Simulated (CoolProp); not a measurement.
Saturated liquid density (kg/m³) of oxygen: the reference equation beside estimates from Tc = -118.6 °C, pc = 50.46 bar, ω = 0.022. Rackett uses Z = 0.29056 − 0.08775 ω.

Model: reference Helmholtz-energy equation of state, Schmidt 1985, in CoolProp.

```json
[
 {"T (°C)": "-176.85", "reference": "1110", "Rackett": "1115", "van der Waals": "762.1", "Redlich-Kwong": "1119", "Soave-Redlich-Kwong": "1106"},
 {"T (°C)": "-171.95", "reference": "1084", "Rackett": "1089", "van der Waals": "744.3", "Redlich-Kwong": "1088", "Soave-Redlich-Kwong": "1077"},
 {"T (°C)": "-166.95", "reference": "1057", "Rackett": "1062", "van der Waals": "725.1", "Redlich-Kwong": "1054", "Soave-Redlich-Kwong": "1044"},
 {"T (°C)": "-162.05", "reference": "1029", "Rackett": "1034", "van der Waals": "705.2", "Redlich-Kwong": "1018", "Soave-Redlich-Kwong": "1010"},
 {"T (°C)": "-157.15", "reference": "999.4", "Rackett": "1004", "van der Waals": "684.0", "Redlich-Kwong": "980.5", "Soave-Redlich-Kwong": "974.0"},
 {"T (°C)": "-152.15", "reference": "967.2", "Rackett": "972.1", "van der Waals": "660.7", "Redlich-Kwong": "938.7", "Soave-Redlich-Kwong": "933.7"},
 {"T (°C)": "-147.25", "reference": "933.3", "Rackett": "938.3", "van der Waals": "636.0", "Redlich-Kwong": "894.3", "Soave-Redlich-Kwong": "890.5"},
 {"T (°C)": "-142.25", "reference": "895.4", "Rackett": "900.7", "van der Waals": "608.4", "Redlich-Kwong": "844.5", "Soave-Redlich-Kwong": "842.0"},
 {"T (°C)": "-137.35", "reference": "853.8", "Rackett": "859.7", "van der Waals": "578.2", "Redlich-Kwong": "790.1", "Soave-Redlich-Kwong": "788.8"},
 {"T (°C)": "-132.45", "reference": "805.9", "Rackett": "812.7", "van der Waals": "543.6", "Redlich-Kwong": "728.4", "Soave-Redlich-Kwong": "728.0"},
 {"T (°C)": "-127.45", "reference": "745.7", "Rackett": "754.2", "van der Waals": "501.2", "Redlich-Kwong": "653.5", "Soave-Redlich-Kwong": "653.9"},
 {"T (°C)": "-122.55", "reference": "663.0", "Rackett": "674.1", "van der Waals": "445.5", "Redlich-Kwong": "557.4", "Soave-Redlich-Kwong": "558.0"}
]
```

Absolute difference from the reference over all 12 rows, mean and median: Rackett 0.7 and 0.5 %, van der Waals 31.9 and 31.8 %, Redlich-Kwong 5.2 and 3.6 %, Soave-Redlich-Kwong 5.5 and 4.0 %.
